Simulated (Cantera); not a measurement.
Cantera run, input and output.

```python
import numpy as np
import cantera as ct

gas = ct.Solution("gri30.yaml")
gas.TPX = 1198, 25000, {'N2O': 1}
reactor = ct.IdealGasConstPressureReactor(gas, energy="off", clone=False)
net = ct.ReactorNet([reactor])
net.rtol, net.atol = 1e-08, 1e-18
show = ['N2O', 'NO2', 'NO', 'N2', 'O', 'O2']
times = np.geomspace(0.0001, 100, 13)

steps = ct.SolutionArray(gas, extra=["t"])
rows = []
print(f"{'t/s':>10s}{'T/K':>9s}{'P/Pa':>11s}" + "".join(f"{s:>11s}" for s in show))
for t in times:
    while net.time < t:
        t_next = net.step()
        steps.append(gas.state, t=t_next)
    rows.append([np.interp(t, steps.t, y) for y in (steps.T, steps.P, *steps(*show).X.T)])
    print(f"{t:10.3e}{rows[-1][0]:9.1f}{rows[-1][1]:11.4g}" + "".join(f"{x:11.3e}" for x in rows[-1][2:]))
rate = np.gradient(steps.T, steps.t)
print("integrator steps:", len(steps.t))
if steps.T.max() > steps.T[0] + 200:
    print(f"time of steepest temperature rise: {steps.t[rate.argmax()]:.4e} s")
gas.TPX = 1198, 25000, {'N2O': 1}
gas.equilibrate("TP")
print(f"equilibrium (TP): T = {gas.T:.1f} K  " + "  ".join(f"{s} {gas[s].X[0]:.3e}" for s in show))
```

Result:

```
       t/s      T/K       P/Pa        N2O        NO2         NO         N2          O         O2
 1.000e-04   1198.0    2.5e+04  1.000e+00  2.375e-12  1.165e-06  1.233e-05  1.723e-06  5.014e-06
 3.162e-04   1198.0    2.5e+04  9.999e-01  3.469e-11  4.454e-06  4.232e-05  1.750e-06  1.917e-05
 1.000e-03   1198.0    2.5e+04  9.998e-01  3.852e-10  1.487e-05  1.372e-04  1.750e-06  6.400e-05
 3.162e-03   1198.0    2.5e+04  9.993e-01  3.935e-09  4.780e-05  4.371e-04  1.750e-06  2.057e-04
 1.000e-02   1198.0    2.5e+04  9.978e-01  3.795e-08  1.518e-04  1.384e-03  1.750e-06  6.532e-04
 3.162e-02   1198.0    2.5e+04  9.931e-01  3.338e-07  4.789e-04  4.366e-03  1.749e-06  2.062e-03
 1.000e-01   1198.0    2.5e+04  9.784e-01  2.327e-06  1.498e-03  1.367e-02  1.747e-06  6.458e-03
 3.162e-01   1198.0    2.5e+04  9.337e-01  1.077e-05  4.580e-03  4.188e-02  1.739e-06  1.979e-02
 1.000e+00   1198.0    2.5e+04  8.097e-01  3.526e-05  1.310e-02  1.203e-01  1.711e-06  5.686e-02
 3.162e+00   1198.0    2.5e+04  5.369e-01  8.938e-05  3.149e-02  2.930e-01  1.614e-06  1.386e-01
 1.000e+01   1198.0    2.5e+04  1.862e-01  1.579e-04  5.324e-02  5.159e-01  1.238e-06  2.445e-01
 3.162e+01   1198.0    2.5e+04  1.870e-02  2.123e-04  5.970e-02  6.243e-01  3.179e-07  2.971e-01
 1.000e+02   1198.0    2.5e+04  9.938e-05  5.823e-04  5.913e-02  6.369e-01  2.808e-08  3.032e-01
integrator steps: 1160
equilibrium (TP): T = 1198.0 K  N2O 7.237e-09  NO2 2.403e-06  NO 2.244e-04  N2 6.666e-01  O 2.791e-08  O2 3.332e-01
```

Detailed kinetics in Cantera: GRI-Mech 3.0 (53 species, 325 reactions). GRI-Mech 3.0 was tuned for natural gas; its chemistry of N2O as a main component is partial and can be far from experiment. The mechanism lacks the step 2 NO + O2 → 2 NO2, which can matter for NO2 below about 1400 K. The temperature is held fixed by assumption; the heat of reaction is taken as removed at once.
